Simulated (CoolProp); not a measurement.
The fluid at 335.23 K and 13.4 MPa flows at 0.054 m/s in a round tube of 50 mm bore and 45 µm roughness, fully developed (64/Re and Nu = 3.66 if laminar; Colebrook and Gnielinski if turbulent). The same conditions are run with several fluids, on thermodynamics alone (safety and materials aside).

Model: reference Helmholtz-energy equation of state of each fluid (CH2F2 (R32): Tillner-Roth 1997; propane: Lemmon 2009; R142b: Lemmon 2006; benzene: Thol 2012), in CoolProp.

Problem. Rank CH2F2 (R32), propane, R142b, benzene by Reynolds number, highest first.

Solution. CH2F2 (R32) (26200), R142b (15000), propane (14600), benzene (5310)

```tsv
fluid	Darcy friction factor	pressure drop (Pa/m)	heat-transfer coefficient (W/(m² K))	mass flow (kg/h)
CH2F2 (R32)	0.0264	0.680	240	338
propane	0.0296	0.410	143	181
R142b	0.0295	0.918	136	408
benzene	0.0378	0.933	108	323
```

Transport values come from each fluid's own correlations; those of CH2F2 (R32), R142b are estimates that may be off by 10 % or more.
